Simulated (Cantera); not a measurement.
Input (Python, Cantera):

```python
import numpy as np
import cantera as ct

gas = ct.Solution("gri30.yaml")


def delay(T, t_max=10):
    gas.TPX = T, 170000, {'CH4': 1, 'C2H6': 0.08, 'C3H8': 0.045, 'O2': 5.96, 'N2': 22.4, 'CO2': 1.8}
    reactor = ct.IdealGasReactor(gas, clone=False)
    net = ct.ReactorNet([reactor])
    net.rtol, net.atol = 1e-8, 1e-16
    while net.time < t_max:
        t_old, T_old = net.time, reactor.T
        net.step()
        if reactor.T > T + 400:  # ignition: a rise of 400 K
            return t_old + (T + 400 - T_old) / (reactor.T - T_old) * (net.time - t_old)
    return np.nan


taus = []
for T in [1025, 1125, 1225, 1325, 1425, 1525, 1625, 1725, 1825, 1925]:
    taus.append(delay(T))
    print(f"T0 = {T:6g} K   tau = {taus[-1]:.4e} s")
```

It prints:

```
T0 =   1025 K   tau = 5.1628e-02 s
T0 =   1125 K   tau = 9.8798e-03 s
T0 =   1225 K   tau = 2.4333e-03 s
T0 =   1325 K   tau = 6.9325e-04 s
T0 =   1425 K   tau = 2.3364e-04 s
T0 =   1525 K   tau = 9.5123e-05 s
T0 =   1625 K   tau = 4.6350e-05 s
T0 =   1725 K   tau = 2.6225e-05 s
T0 =   1825 K   tau = 1.6660e-05 s
T0 =   1925 K   tau = 1.1554e-05 s
```

Cantera simulation using GRI-Mech 3.0 (53 species, 325 reactions); the numbers are that mechanism's predictions, not measurements.
